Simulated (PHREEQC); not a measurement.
**Reverse-osmosis permeate: speciation**

Synthetic water in mg/kgw, 25 °C, pH 6.86, pe 12.5: Na 0.455; K 0.544; Ca 0.431; Mg 0.816; Cl 2.44; S(6) as SO4 0.743; Alkalinity as HCO3 2.39; Br 0.00125; N(5) as NO3 0.00246; Ni 0.00167; Pb 0.00264.

Valence states are taken as typed.

Computed with PHREEQC (ion-association model, wateq4f.dat).

| Item | Result |
|---|---|
| ionic strength | 0.000175 mol/kgw |
| charge-balance error | -0.5 % |

```json
[
 {"species": "Cl-", "molality": "6.88e-5", "activity": "6.78e-5", "log γ": "-0.007"},
 {"species": "HCO3-", "molality": "3.92e-5", "activity": "3.86e-5", "log γ": "-0.007"},
 {"species": "Mg+2", "molality": "3.35e-5", "activity": "3.15e-5", "log γ": "-0.026"},
 {"species": "Na+", "molality": "1.98e-5", "activity": "1.95e-5", "log γ": "-0.007"},
 {"species": "K+", "molality": "1.39e-5", "activity": "1.37e-5", "log γ": "-0.007"},
 {"species": "CO2", "molality": "1.20e-5", "activity": "1.20e-5", "log γ": "0.000"},
 {"species": "Ca+2", "molality": "1.07e-5", "activity": "1.01e-5", "log γ": "-0.026"},
 {"species": "SO4-2", "molality": "7.67e-6", "activity": "7.21e-6", "log γ": "-0.026"},
 {"species": "H+", "molality": "1.40e-7", "activity": "1.38e-7", "log γ": "-0.006"},
 {"species": "OH-", "molality": "7.36e-8", "activity": "7.25e-8", "log γ": "-0.007"}
]
```

This is a speciation only: nothing precipitates in the calculation.
